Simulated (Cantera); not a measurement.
**Carbothermic reduction: Fe₃O₄ + CO + N₂**

Input: 1 mol Fe₃O₄, 5.3 mol CO, 0.97 mol N₂, held at 2152 °C.

Equilibrium computed with Cantera from the NASA thermochemical tables; the gas is ideal and each condensed phase is pure. Candidate condensed phases: C, Fe, Fe(CO)₅, FeO, Fe₂O₃, Fe₃O₄; 27 gas species. The tables' stoichiometric FeO is somewhat more stable than real wüstite, so its field is too wide. FeO: taken at fixed stoichiometry. Equilibrium is a limit: real reactors are often held back by kinetics, nucleation or transport.

```json
[
 {"P (Pa)": "10", "log p CO": "-4.40", "log p Fe": "-4.62", "log p CO₂": "-5.48", "log p O": "-4.70", "log p N₂": "-5.11", "log p O₂": "-5.38", "log p FeO": "-6.26", "log p NO": "-6.55", "n FeO(l)": "0"},
 {"P (Pa)": "100", "log p CO": "-3.44", "log p Fe": "-3.60", "log p CO₂": "-3.91", "log p O": "-4.09", "log p N₂": "-4.06", "log p O₂": "-4.17", "log p FeO": "-4.63", "log p NO": "-5.42", "n FeO(l)": "0"},
 {"P (Pa)": "1000", "log p CO": "-2.46", "log p Fe": "-2.68", "log p CO₂": "-2.61", "log p O": "-3.77", "log p N₂": "-2.97", "log p O₂": "-3.54", "log p FeO": "-3.40", "log p NO": "-4.56", "n FeO(l)": "0.778"},
 {"P (Pa)": "10000", "log p CO": "-1.22", "log p Fe": "-2.34", "log p CO₂": "-1.71", "log p O": "-4.11", "log p N₂": "-1.83", "log p O₂": "-4.21", "log p FeO": "-3.40", "log p NO": "-4.33", "n FeO(l)": "2.67"},
 {"P (Pa)": "100000", "log p CO": "-0.17", "log p Fe": "-2.22", "log p CO₂": "-0.78", "log p O": "-4.23", "log p N₂": "-0.81", "log p O₂": "-4.45", "log p FeO": "-3.40", "log p NO": "-3.94", "n FeO(l)": "2.96"},
 {"P (Pa)": "1000000", "log p CO": "0.84", "log p Fe": "-2.21", "log p CO₂": "0.20", "log p O": "-4.25", "log p N₂": "0.19", "log p O₂": "-4.49", "log p FeO": "-3.40", "log p NO": "-3.46", "n FeO(l)": "3.00"}
]
```
log p: log10 of the partial pressure in bar; n: condensed amount in mol.

From 10.0 Pa to 1.00 mbar nothing is condensed. From 10.0 mbar to 10.0 bar the condensed part is FeO(l). The main Fe-bearing gas is Fe throughout.
